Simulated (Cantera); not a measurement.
An adiabatic, constant-volume homogeneous reactor starts with 15.9 % CO, 1.75 % H2, 1.11 % CH4, 16.1 % O2, 60.3 % N2, 4.93 % CO2, equivalence ratio 0.69, at 1123 K and 53000 Pa.

Cantera simulation using GRI-Mech 3.0 (53 species, 325 reactions); the numbers are that mechanism's predictions, not measurements.

Q: Predict: time of steepest temperature rise; temperature at 0.300 s; equilibrium temperature; x(CO) at 0.300 s; x(H2) at 0.300 s; x(OH) at 0.300 s.

A: 
| Item | Result |
|---|---|
| time of steepest temperature rise | 0.524 ms |
| temperature at 0.300 s | 2562 K |
| equilibrium temperature | 2562 K |
| x(CO) at 0.300 s | 0.0377 (gas-phase equilibrium 0.0377) |
| x(H2) at 0.300 s | 0.00112 (gas-phase equilibrium 0.00112) |
| x(OH) at 0.300 s | 0.00764 (gas-phase equilibrium 0.00764) |
